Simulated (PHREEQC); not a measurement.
Dissolve 0.27 mol/kgw Cu(NO3)2, 0.0078 mol/kgw HCl and 0.0057 mol/kgw H3BO3 at 39 °C. Closed to the air; pH follows from the charge balance.

The numbers come from PHREEQC with the ion-association model, phreeqc.dat.

### Question
The ionic strength comes out as 0.814 mol/kgw. What activity coefficients do CuCl+, Cl-, H+, NO3-, Cu+2 get?

### Answer
CuCl+ 0.61, Cl- 0.61, H+ 0.74, NO3- 0.56, Cu+2 0.21.

This is a speciation only: nothing precipitates in the calculation. Caution: at this ionic strength the ion-association model is outside its range; a Pitzer model would be the better tool where its parameters exist. At this temperature some constants are extrapolated from 25 °C, and those without enthalpy data are left unchanged.
